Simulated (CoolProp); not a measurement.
Values from CoolProp's reference Helmholtz-energy equation of state, Lemmon 2006. It is a short technical equation, of lower accuracy than the large ones.

Task: Give the vapour pressure (bar), liquid density (kg/m³), vapour density (kg/m³), liquid viscosity (µPa s) of saturated R142b at 46.15, 92.45 °C.

Result: 
```
T (°C)  p (bar)  liquid density (kg/m³)  vapour density (kg/m³)  liquid viscosity (µPa s)
------  -------  ----------------------  ----------------------  ------------------------
46.15      6.17                    1060                    27.2                       184
92.45      17.9                     903                    84.0                       111
```

Viscosity comes from a separate model (Huber 2003), an estimate that may be off by 10 % or more.
